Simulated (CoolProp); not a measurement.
Vapour-liquid equilibrium of toluene (1) + o-xylene (2) at 65.65 °C; x and y are mole fractions of (1).

Values from CoolProp's multi-fluid Helmholtz-energy mixture model, Lemmon 2006 and Zhou 2012; pair parameters Bell 2016.

Problem. Give the bubble pressure and the first vapour's composition at x = 0.15, 0.45, 0.85. Is there an azeotrope?

Solution. x = 0.15: 9.372 kPa, y = 0.365; x = 0.45: 14.33 kPa, y = 0.731; x = 0.85: 20.74 kPa, y = 0.948. No azeotrope shows between x = 0.05 and 0.95.

The pair parameters rest on a limited set of measurements; away from them the model extrapolates. The gap from Raoult's law changes sign with composition, which may be real or a fault of the pair parameters; it wasn't checked against measurements.
